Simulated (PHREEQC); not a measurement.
Solution (25 °C): 0.049 mol/kgw HNO3, 0.0052 mol/kgw CuSO4 and 0.21 mol/kgw CuCl2. Closed to the air; pH follows from the charge balance.

Equilibrium calculation in PHREEQC: ion-association model, wateq4f.dat.

| quantity | before | after |
|---|---|---|
| pH | 1.44 | 3.35 |
| ionic strength (mol/kgw) | 0.599 | 0.00692 |
| Cu+2 (mol/kgw) | 0.170 | 0.00213 |
| CuOH+ (mol/kgw) | 1.74e-8 | 3.67e-8 |
| SI of Tenorite (CuO) | -6.13 | -3.75 |
| SI of Cu(OH)2 (Cu(OH)2) | -7.16 | -4.77 |

Task: Name the change that produced these shifts.
A) diluted 5-fold with water
B) 0.17 mol/kgw NaOH added
C) CuCl2 left out
D) CuSO4 left out
E) diluted 100-fold with water

Result: E, diluted 100-fold with water

This is a speciation only: nothing precipitates in the calculation.
